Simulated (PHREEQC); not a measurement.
Make-up at 15 °C: 14 mmol/kgw KH2PO4, 37 mmol/kgw Na2SO4 and 0.23 mmol/kgw NaCl. Closed to the air; pH follows from the charge balance.

All values are PHREEQC results (ion-association model, wateq4f.dat), not measurements.

- pH = 4.66
- ionic strength = 0.116 mol/kgw

```csv
species,molality,activity,log γ
Na+,0.0704,0.0547,-0.110
SO4-2,0.0323,0.0116,-0.444
H2PO4-,0.0139,0.0109,-0.107
K+,0.0131,0.00993,-0.121
NaSO4-,0.00382,0.00299,-0.107
KSO4-,0.000866,0.000678,-0.107
Cl-,0.000230,0.000174,-0.121
HPO4-2,7.91e-5,2.88e-5,-0.439
H3PO4,3.04e-5,3.13e-5,0.012
H+,2.69e-5,2.21e-5,-0.085
HSO4-,2.64e-5,2.03e-5,-0.114
NaHPO4-,3.92e-6,3.07e-6,-0.107
KHPO4-,7.13e-7,5.57e-7,-0.107
```

This is a speciation only: nothing precipitates in the calculation. Complexes and solids missing from the database can't appear. H3PO4, which wateq4f.dat lacks, is added to it with the constant of phreeqc.dat.
